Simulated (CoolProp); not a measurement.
Vapour pressure (MPa) of carbon monoxide: the reference equation beside estimates from Tc = 132.9 K, pc = 3.498 MPa, ω = 0.050. Clausius-Clapeyron is anchored at 118 K with a constant enthalpy of vaporisation of 3.821 kJ/mol.

Model: reference Helmholtz-energy equation of state, Lemmon 2006, in CoolProp. It is a short technical equation, of lower accuracy than the large ones.

```tsv
T (K)	reference	Lee-Kesler	Clausius-Clapeyron	van der Waals	Redlich-Kwong	Soave-Redlich-Kwong	Peng-Robinson
101	0.5857	0.5862	0.8762	1.055	0.5916	0.5891	0.5867
105.3	0.7899	0.7899	1.055	1.284	0.8047	0.7962	0.7912
109.5	1.034	1.033	1.247	1.537	1.059	1.045	1.037
113.7	1.329	1.326	1.457	?	1.364	1.344	1.333
118	1.688	1.684	1.688	2.138	1.732	1.708	1.695
122.2	2.101	2.098	?	2.482	2.150	2.126	2.112
126.4	2.585	2.583	2.186	2.857	2.631	2.611	2.599
130.7	3.166	3.167	2.464	3.275	3.190	3.181	?
```

**Question.** What belongs in the gaps?

**Answer.** 
- 113.7, van der Waals: 1.819
- 122.2, Clausius-Clapeyron: 1.929
- 130.7, Peng-Robinson: 3.176

Absolute difference from the reference over all 8 rows, mean and median: Lee-Kesler 0.1 and 0.1 %, Clausius-Clapeyron 19.9 and 18.0 %, van der Waals 35.9 and 31.8 %, Redlich-Kwong 1.9 and 2.1 %, Soave-Redlich-Kwong 0.9 and 1.0 %, Peng-Robinson 0.3 and 0.3 %.
